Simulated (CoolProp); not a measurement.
The numbers come from the reference Helmholtz-energy equation of state, McLinden 2020 in CoolProp.

### Question
For R1336mzz(Z), give the phase and the Z, cv (kJ/(kg K)), speed of sound (m/s), Joule-Thomson coefficient (K/MPa) at 193.55 °C and 0.66 MPa; 193.55 °C and 1.45 MPa.

### Answer
- 193.55 °C and 0.66 MPa: gas; Z 0.930, cv 1.05, speed of sound 148, Joule-Thomson coefficient 9.00
- 193.55 °C and 1.45 MPa: gas; Z 0.836, cv 1.07, speed of sound 134, Joule-Thomson coefficient 10.1
